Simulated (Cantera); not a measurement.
An isothermal, constant-pressure homogeneous reactor starts with 29.1 % H2, 70.9 % O2, equivalence ratio 0.20, at 1225 K and 0.00110 bar.

Model: the H2/O2 subset of GRI-Mech 3.0, which has no nitrogen chemistry, integrated in Cantera. Radical loss at walls, strong at low pressure, is not modelled. The temperature is held fixed by assumption; the heat of reaction is taken as removed at once.

One state of this run: x H2 = 0.0128; x O2 = 0.594; x OH = 0.0117; x H = 0.0629; x H2O = 0.261. x: mole fraction; the columns are a selection and need not sum to one.

Q: Which value of t (s) does it belong to?
(A) 0.000163
(B) 0.00269
(C) 0.733
(D) 0.000661

A: C, 0.733
